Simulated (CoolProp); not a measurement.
Saturation properties of octamethylcyclotetrasiloxane (D4) (Tc = 313.4 °C, pc = 13.47 bar, ω = 0.598).

Values from CoolProp's reference Helmholtz-energy equation of state, Thol 2015.

```csv
T (°C),p (bar),liquid density (kg/m³),vapour density (kg/m³),enthalpy of vaporisation (kJ/kg),surface tension (mN/m)
54.65,0.009472,916.7,0.1033,174.7,15.8
61.25,0.01376,909.0,?,172.3,?
67.85,0.01962,901.3,0.2060,170.0,14.8
74.45,0.02748,893.6,?,?,14.4
81.05,0.03785,885.8,0.3837,165.3,13.9
87.75,0.05157,877.8,0.5140,163.0,13.4
94.35,0.06893,869.9,?,160.6,?
100.95,0.09089,862.0,0.8778,158.3,12.5
```

Problem. Some entries are withheld; supply them.

Solution. 
- 61.25, vapour density (kg/m³): 0.1472
- 61.25, surface tension (mN/m): 15.3
- 74.45, vapour density (kg/m³): 0.2834
- 74.45, enthalpy of vaporisation (kJ/kg): 167.6
- 94.35, vapour density (kg/m³): 0.6760
- 94.35, surface tension (mN/m): 12.9

It boils at 175.7 °C under 1 atm.

Surface tension comes from a separate correlation (Mulero 2014), older than this fluid's equation and unchecked against measurements.
